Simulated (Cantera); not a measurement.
Mixture: CH₄ : O₂ : N₂ : H₂O = 1 : 1.25 : 6.25 : 0.52 (molar parts), equivalence ratio 1.6, at 1.70 bar, adiabatic and at constant pressure. Ignition delay is the time to a rise of 400 K.

Computed with Cantera and GRI-Mech 3.0 (53 species, 325 reactions).

Question: What does this change do: pressure from 1.70 bar to 5.50 bar?

Answer: 
```tsv
quantity	before	after
delay at 1273 K	21.3 ms	6.78 ms
delay at 1373 K	6.23 ms	2.23 ms
delay at 1473 K	1.95 ms	0.771 ms
delay at 1573 K	0.671 ms	0.280 ms
delay at 1673 K	0.260 ms	0.109 ms
delay at 1773 K	0.116 ms	46.7 µs
delay at 1873 K	58.3 µs	22.5 µs
apparent activation energy between 1673 and 1873 K	190 kJ/mol	210 kJ/mol
```
